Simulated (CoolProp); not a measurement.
Vapour-liquid equilibrium of n-hexane (1) + p-xylene (2) at 431.1 K; x and y are mole fractions of (1).

Computed with CoolProp (multi-fluid Helmholtz-energy mixture model, Thol 2019 and Zhou 2012; pair parameters Bell 2016).

Question: Give the bubble pressure and the first vapour's composition at x = 0.35, 0.65, 0.95. Is there an azeotrope?

Answer: x = 0.35: 0.4290 MPa, y = 0.711; x = 0.65: 0.6294 MPa, y = 0.875; x = 0.95: 0.8389 MPa, y = 0.983. No azeotrope shows between x = 0.05 and 0.95.

Pair parameters are fitted to limited data, so mixtures are less certain than the pure fluids. The gap from Raoult's law changes sign with composition, which may be real or a fault of the pair parameters; it wasn't checked against measurements.
